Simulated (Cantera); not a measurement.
What does this Cantera script print?

```python
import numpy as np
import cantera as ct

gas = ct.Solution("gri30.yaml")
gas.TPX = 775, 88000, {'CH4': 1, 'O2': 1.18, 'N2': 4.42}
inlet = ct.Reservoir(gas, clone=True)
gas.equilibrate("HP")  # start burning
reactor = ct.IdealGasConstPressureReactor(gas, energy="on", clone=False)
exhaust = ct.Reservoir(gas, clone=True)
tau = [0.071, 0.03, 0.013, 0.0053, 0.0022, 0.00092, 0.00039, 0.00016, 6.8e-05, 2.8e-05, 1.2e-05][0]
for a, b in ((inlet, reactor), (reactor, exhaust)):
    ct.MassFlowController(a, b, mdot=lambda t: reactor.mass / tau)
net = ct.ReactorNet([reactor])
show = ['CH4', 'O2', 'HO2', 'H2O', 'HCN', 'H2']

rows = []
print(f"{'tau/s':>10s}{'T/K':>9s}" + "".join(f"{s:>11s}" for s in show))
for tau in [0.071, 0.03, 0.013, 0.0053, 0.0022, 0.00092, 0.00039, 0.00016, 6.8e-05, 2.8e-05, 1.2e-05]:
    net.initial_time = 0.0
    net.advance(30 * tau)
    before = gas.X
    net.advance(40 * tau)
    drift = np.max(np.abs(gas.X - before) / (gas.X + 1e-9))
    rows.append([gas.T, *gas[show].X, drift])
    print(f"{tau:10.3e}{gas.T:9.1f}" + "".join(f"{x:11.3e}" for x in gas[show].X))
```

Result:

```
     tau/s      T/K        CH4         O2        HO2        H2O        HCN         H2
 7.100e-02   2113.5  4.239e-04  9.743e-05  1.772e-08  1.547e-01  7.203e-05  1.127e-01
 3.000e-02   2113.2  7.629e-04  2.111e-04  3.914e-08  1.554e-01  1.427e-04  1.111e-01
 1.300e-02   2112.2  1.232e-03  4.378e-04  8.526e-08  1.566e-01  2.339e-04  1.086e-01
 5.300e-03   2108.6  1.888e-03  9.344e-04  2.000e-07  1.585e-01  3.168e-04  1.048e-01
 2.200e-03   2099.5  2.751e-03  1.944e-03  4.826e-07  1.604e-01  3.316e-04  1.001e-01
 9.200e-04   2078.6  4.091e-03  4.105e-03  1.275e-06  1.619e-01  2.641e-04  9.453e-02
 3.900e-04   2027.3  6.957e-03  9.511e-03  4.172e-06  1.612e-01  1.378e-04  8.756e-02
 1.600e-04    775.0  1.515e-01  1.788e-01  6.037e-13  4.629e-15  1.747e-18  1.831e-15
 6.800e-05    775.0  1.515e-01  1.788e-01  2.566e-13  1.851e-16 -7.208e-24  2.311e-19
 2.800e-05    775.0  1.515e-01  1.788e-01  1.057e-13  3.076e-17  4.185e-29  4.052e-20
 1.200e-05    775.0  1.515e-01  1.788e-01  4.529e-14  5.413e-18 -6.102e-34  7.879e-21
```

Computed with Cantera and GRI-Mech 3.0 (53 species, 325 reactions).
